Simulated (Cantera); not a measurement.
An adiabatic, constant-pressure homogeneous reactor starts with 1.33 % C₃H₈, 20.7 % O₂, 78.0 % N₂, at 1575 K and 0.280 bar.

Model: GRI-Mech 3.0 (53 species, 325 reactions), integrated in Cantera. GRI-Mech 3.0 was tuned for natural gas; its chemistry of propane as a main component is partial and can be far from experiment.

Q: Predict: time of steepest temperature rise; temperature at 1.00 s; equilibrium temperature; x(O₂) at 1.00 s; x(CO) at 1.00 s; x(CO₂) at 1.00 s; x(NO) at 1.00 s; x(N₂O) at 1.00 s; x(H₂O) at 1.00 s.

A: 
```
Property                                                            Result
---------------------------------  ---------------------------------------
time of steepest temperature rise                                 0.102 ms
temperature at 1.00 s                                               2217 K
equilibrium temperature                                             2216 K
x(O₂) at 1.00 s                        0.132 (gas-phase equilibrium 0.132)
x(CO) at 1.00 s                    0.00134 (gas-phase equilibrium 0.00133)
x(CO₂) at 1.00 s                     0.0378 (gas-phase equilibrium 0.0378)
x(NO) at 1.00 s                     0.00975 (gas-phase equilibrium 0.0102)
x(N₂O) at 1.00 s                   2.94e-7 (gas-phase equilibrium 2.96e-7)
x(H₂O) at 1.00 s                     0.0495 (gas-phase equilibrium 0.0495)
```
